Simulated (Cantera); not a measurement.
A freely propagating, adiabatic, planar premixed flame of 7.05 % C2H6, 19.0 % O2, 71.2 % N2, 2.82 % H2O, equivalence ratio 1.3, unburnt at 398 K and 101000 Pa; unity-Lewis-number transport, grid criteria slope 0.08 and curve 0.16, no radiation.

Cantera simulation using GRI-Mech 3.0 (53 species, 325 reactions); the numbers are that mechanism's predictions, not measurements. Unity Lewis numbers drop preferential diffusion, which matters most where H2 and H carry the flame. Burning velocities carry a grid error of a few per cent, more on coarse grids.

Problem. Predict: laminar burning velocity; thermal thickness; peak x(CO); peak x(HCO).

Solution. 
- laminar burning velocity: 34.7 cm/s
- thermal thickness: 0.526 mm
- peak x(CO): 0.0750
- peak x(HCO): 3.25e-5
